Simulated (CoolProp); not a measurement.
Properties of CH3F (R41) along the isobar 2890 kPa.

Values from CoolProp's reference Helmholtz-energy equation of state, Lemmon 2006. It is a short technical equation, of lower accuracy than the large ones.

```csv
T (K),phase,density (kg/m³),cp (kJ/(kg K)),cv (kJ/(kg K)),expansivity (1/kK),fugacity coefficient
294.6,gas,57.91,2.351,1.199,11.22,0.7627
305.4,gas,52.15,1.979,1.125,8.491,0.7904
316.3,gas,47.97,1.780,1.084,6.968,0.8137
327.2,gas,44.72,1.661,1.062,5.987,0.8335
338,gas,42.08,1.587,1.053,5.300,0.8505
348.9,gas,39.83,1.539,1.052,4.780,0.8653
359.8,gas,37.90,1.509,1.056,4.373,0.8783
370.6,gas,36.22,1.491,1.065,4.047,0.8896
381.5,gas,34.71,1.481,1.077,3.775,0.8998
392.4,gas,33.35,1.478,1.092,3.545,0.9088
403.3,gas,32.12,1.479,1.108,3.348,0.9169
414.1,gas,31.01,1.484,1.125,3.178,0.9240
425,gas,29.98,1.492,1.144,3.026,0.9306
```
